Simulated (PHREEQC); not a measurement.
0.34 g of hydrous ferric oxide (600 m²/g; 0.2 weak and 0.005 strong sites per Fe, Dzombak-Morel constants, diffuse double layer) in 1 kg of water with 0.005 mol/kgw of an inert sodium salt, at 25 °C; the pH is set by adding NaOH or the inert anion's acid. O2 is buffered at 0.21 atm. CO2 from the air is kept out. Nothing may precipitate in this run.

The numbers come from PHREEQC with the ion-association model, wateq4f.dat.

```
pH   surface charge σ (C/m²)  surface potential ψ (mV)
---  -----------------------  ------------------------
4                      0.184                       193
4.5                    0.132                       177
5                          …                       158
5.5                        …                       137
6                      0.038                       114
6.5                    0.023                        89
7                      0.013                        62
7.5                    0.006                        34
8                      0.001                         6
8.5                   -0.004                       -22
9                     -0.009                         …
9.5                   -0.018                       -77
10                    -0.031                      -103
```

**Question.** Complete the blanks.

**Answer.** 
- 5, surface charge σ (C/m²): 0.091
- 5.5, surface charge σ (C/m²): 0.060
- 9, surface potential ψ (mV): -50

Complexes and solids missing from the database can't appear.
